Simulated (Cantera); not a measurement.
An isothermal, constant-pressure homogeneous reactor starts with NH3 : H2 = 1 : 5.9 (molar parts), at 2100 K and 10.00 Torr. Integrator tolerance rtol = 1e-08.

Cantera simulation using the gas-phase N/H chemistry of the illustrative SiF4/NH3 mechanism in the Surface Chemkin manual (1991); the numbers are that mechanism's predictions, not measurements. Walls and surfaces, which speed up NH3 decomposition in real reactors, are not modelled.

### Question
What does this change do: pressure from 10.00 Torr to 760 Torr?

### Answer
```tsv
quantity	before	after
x(NH3) at 3.00 s	0.00211 (gas-phase equilibrium 4.96e-8)	4.53e-5 (gas-phase equilibrium 3.93e-6)
x(H2) at 3.00 s	0.930 (gas-phase equilibrium 0.912)	0.934 (gas-phase equilibrium 0.934)
x(H) at 3.00 s	0.00590 (gas-phase equilibrium 0.0259)	0.00301 (gas-phase equilibrium 0.00301)
x(N) at 3.00 s	3.61e-6 (gas-phase equilibrium 7.69e-9)	1.02e-8 (gas-phase equilibrium 8.87e-10)
x(NH) at 3.00 s	7.32e-6 (gas-phase equilibrium 3.47e-9)	4.07e-8 (gas-phase equilibrium 3.54e-9)
```
